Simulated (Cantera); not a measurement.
Feed: 1 mol MgO, 9.1 mol Cl2, 0.68 mol H2, held at 0.00133 bar.

Equilibrium computed with Cantera from the NASA thermochemical tables; the gas is ideal and each condensed phase is pure. Candidate condensed phases: H2O, Mg, MgCl2, MgO, Mg(OH)2; 22 gas species. Kinetics and transport are ignored. All values below are at 1350 °C.

Base state: Cl 0.779, HCl 0.0807, MgCl2 0.0594, Cl2 0.0512, O2 0.0296, ClO 0.000104, O 8.96e-5, H2O 1.73e-5 (mole fractions); condensed: gas only.

Task: What changes in the equilibrium state with this change: MgO replaced by SiO2?

Result: 
```csv
species,before,after
Cl,0.779,0.858
HCl,0.0807,0.0794
Cl2,0.0512,0.0622
MgCl2,0.0594,0
O2,0.0296,0.000108
SiCl4,0,0.000112
H2O,1.73e-5,8.32e-7
O,8.96e-5,5.40e-6
ClO,0.000104,6.91e-6
"SiO2(β-quartz), mol",0,0.998
```
The tables hold silica as quartz up to 1696 K and as liquid above; real silica turns to tridymite and cristobalite and melts near 1996 K. Further candidate phases: Si, SiO2.

Task: What changes in the equilibrium state with this change: H2 from 0.68 to 0.48 mol?

Result: 
```json
[
 {"species": "Cl", "before": "0.779", "after": "0.800"},
 {"species": "MgCl2", "before": "0.0594", "after": "0.0595"},
 {"species": "HCl", "before": "0.0807", "after": "0.0571"},
 {"species": "Cl2", "before": "0.0512", "after": "0.0539"},
 {"species": "O2", "before": "0.0296", "after": "0.0297"},
 {"species": "H2O", "before": "1.73e-5", "after": "8.24e-6"},
 {"species": "ClO", "before": "0.000104", "after": "0.000107"},
 {"species": "O", "before": "8.96e-5", "after": "8.97e-5"}
]
```
